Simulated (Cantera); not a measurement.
Charge: 1 mol MgCl2, 9.8 mol H2, at 1600 K and 188 Torr.

Method: chemical equilibrium by Gibbs-energy minimisation in Cantera with the NASA 1993 tables (ideal gas, pure condensed phases). Candidate condensed phases: Mg, MgCl2; 10 gas species. The tables' values for MgH are old estimates; treat these amounts as uncertain. Equilibrium is a limit: real reactors are often held back by kinetics, nucleation or transport.

Base state: H2 0.899, MgCl2 0.0876, HCl 0.00873, Mg 0.00415, MgCl 0.000393, H 0.000103, MgH 2.25e-5 (mole fractions); condensed: gas only.

Question: What changes in the equilibrium state with this change: MgCl2 replaced by NaI?

Answer: 
```tsv
species	before	after
H2	0.899	0.905
NaI	0	0.0904
Na	0	0.00203
MgCl2	0.0876	0
HCl	0.00873	0
Mg	0.00415	0
HI	0	0.00103
I	0	0.00100
MgCl	0.000393	0
```
Gases not in the tables: NaBr and NaI dimers. Further candidate phases: I2, Na, NaI.
